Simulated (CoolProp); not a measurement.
Vapour-liquid equilibrium of benzene (1) + p-xylene (2) at 0.276 MPa; x and y are mole fractions of (1).

Values from CoolProp's multi-fluid Helmholtz-energy mixture model, Thol 2012 and Zhou 2012; pair parameters Bell 2016.

Give the bubble temperature and the first vapour's composition at x = 0.05, 0.275, 0.5. Is there an azeotrope?

x = 0.05: 448.1 K, y = 0.144; x = 0.275: 427.5 K, y = 0.580; x = 0.5: 412.1 K, y = 0.801. No azeotrope shows between x = 0.05 and 0.95.

The pair parameters rest on a limited set of measurements; away from them the model extrapolates.
